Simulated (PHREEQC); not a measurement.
Consider water at 42 °C with 2.3 mmol/kgw H2SO4, 0.14 mmol/kgw MnSO4 and 0.16 mmol/kgw NiSO4. Closed to the air; pH follows from the charge balance.

All values are PHREEQC results (ion-association model, wateq4f.dat), not measurements.

The ionic strength comes out as 0.00643 mol/kgw. What activity coefficients do Ni+2, H+, SO4-2, Mn+2, HSO4- get?

Ni+2 0.70, H+ 0.92, SO4-2 0.71, Mn+2 0.71, HSO4- 0.92.

No solid was allowed to form. Complexes and solids missing from the database can't appear. Constants without temperature data keep their 25 °C values here.
